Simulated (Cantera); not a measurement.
# Moist CO burnout

An isothermal, constant-pressure homogeneous reactor starts with CO : O2 : H2O : N2 = 0.0058 : 0.081 : 0.0012 : 1 (molar parts), equivalence ratio 0.036, at 1050 K and 4.50 bar.

Cantera simulation using GRI-Mech 3.0 (53 species, 325 reactions); the numbers are that mechanism's predictions, not measurements.

```
t (s)         x CO    x O2    x H2O       x H    x H2O2     x CO2      x OH
--------  --------  ------  -------  --------  --------  --------  --------
5.00e-5    0.00533  0.0744  0.00110    <1e-12    <1e-12  2.97e-10  2.00e-12
0.000162   0.00533  0.0744  0.00110    <1e-12    <1e-12   1.04e-9  8.53e-12
0.000522   0.00533  0.0744  0.00110  1.50e-12    <1e-12   4.15e-9  2.75e-11
0.00169    0.00533  0.0744  0.00110  4.14e-12    <1e-12   1.98e-8  7.54e-11
0.00545    0.00533  0.0744  0.00110  1.21e-11  1.03e-11   1.14e-7  2.19e-10
0.0176     0.00533  0.0744  0.00110  5.68e-11  4.00e-10   1.02e-6   1.02e-9
0.0568     0.00531  0.0744  0.00110  6.61e-10   4.08e-8   2.37e-5   1.20e-8
0.184      0.00503  0.0743  0.00110   1.33e-9   1.32e-7  0.000304   2.55e-8
0.593      0.00416  0.0739  0.00110   1.10e-9   1.17e-7   0.00117   2.53e-8
1.92       0.00237  0.0731  0.00110  5.96e-10   7.34e-8   0.00297   2.35e-8
6.19      0.000564  0.0722  0.00111  1.21e-10   1.83e-8   0.00478   1.89e-8
20.0       3.31e-5  0.0720  0.00111  5.95e-12  6.40e-10   0.00531   1.21e-8
```
x: mole fraction; the columns are a selection and need not sum to one.

Equilibrium at this temperature and pressure: CO 2.90e-12, O2 0.0720, H2O 0.00111, H <1e-12, H2O2 3.26e-12, CO2 0.00535, OH 1.62e-8 (gas phase only).
